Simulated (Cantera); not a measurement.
Cantera run, input and output.

```python
import numpy as np
import cantera as ct

gas = ct.Solution("gri30.yaml")
gas.TPX = 625, 110000, {'CH4': 1, 'C2H6': 0.091, 'O2': 1.66, 'N2': 6.23, 'CO2': 0.087}
flame = ct.FreeFlame(gas, width=0.037)
flame.set_refine_criteria(ratio=3, slope=0.08, curve=0.16)
flame.transport_model = "mixture-averaged"
flame.solve(loglevel=0, auto=True)
z, T = flame.grid, flame.T
thick = (T[-1] - T[0]) / np.gradient(T, z).max()
show = ['CH4', 'C2H6', 'O2', 'CH2O', 'CH3', 'C2H2']
print(f"laminar burning velocity  {flame.velocity[0] * 100:.3f} cm/s")
print(f"burnt temperature         {T[-1]:.1f} K")
print(f"thermal thickness         {thick * 1e3:.4f} mm")
print(f"grid points               {len(z)}")
z0 = z[flame.heat_release_rate.argmax()]
print(f"{'z/mm':>9s}{'T/K':>9s}{'u/(m/s)':>9s}" + "".join(f"{s:>11s}" for s in show))
rows = []
for k in (-3, -2, -1.5, -1, -0.5, -0.25, 0, 0.25, 0.5, 1, 2, 4, 8):
    zz = z0 + k * thick
    rows.append([k * thick, np.interp(zz, z, T), np.interp(zz, z, flame.velocity),
                 *(np.interp(zz, z, flame.X[gas.species_index(s)]) for s in show)])
    print(f"{rows[-1][0] * 1e3:9.3f}{rows[-1][1]:9.1f}{rows[-1][2]:9.3f}" + "".join(f"{x:11.3e}" for x in rows[-1][3:]))
```

It prints:

```
laminar burning velocity  81.170 cm/s
burnt temperature         2195.9 K
thermal thickness         0.4215 mm
grid points               138
     z/mm      T/K  u/(m/s)        CH4       C2H6         O2       CH2O        CH3       C2H2
   -1.265    625.6    0.815  1.098e-01  1.000e-02  1.824e-01  3.959e-07  1.441e-08  7.907e-08
   -0.843    630.3    0.826  1.088e-01  9.945e-03  1.811e-01  5.325e-06  1.459e-07  1.059e-06
   -0.632    648.2    0.855  1.068e-01  9.851e-03  1.788e-01  3.190e-05  8.540e-07  6.413e-06
   -0.422    749.7    1.002  9.863e-02  9.413e-03  1.693e-01  2.618e-04  1.399e-05  5.741e-05
   -0.211   1183.9    1.623  6.686e-02  6.564e-03  1.263e-01  1.254e-03  6.215e-04  4.802e-04
   -0.105   1561.9    2.177  3.711e-02  2.772e-03  8.196e-02  1.208e-03  2.918e-03  1.175e-03
    0.000   1894.2    2.674  1.092e-02  2.249e-04  3.669e-02  5.338e-04  3.822e-03  1.928e-03
    0.105   2056.5    2.913  1.721e-03  4.751e-06  1.201e-02  1.521e-04  1.377e-03  1.114e-03
    0.211   2106.8    2.981  2.368e-04  1.091e-07  3.677e-03  3.188e-05  2.787e-04  3.461e-04
    0.422   2129.2    3.005  7.391e-06  1.338e-10  6.325e-04  1.349e-06  1.070e-05  2.801e-05
    0.843   2143.2    3.020  6.791e-08  1.469e-14  2.797e-04  1.545e-08  1.022e-07  4.748e-07
    1.686   2159.0    3.039  2.783e-10  2.334e-18  1.755e-04  1.858e-09  3.703e-10  1.972e-09
    3.372   2175.3    3.059  9.171e-13  2.679e-21  9.032e-05  1.866e-09  9.718e-13  2.893e-12
```

Cantera simulation using GRI-Mech 3.0 (53 species, 325 reactions); the numbers are that mechanism's predictions, not measurements. Burning velocities carry a grid error of a few per cent, more on coarse grids.
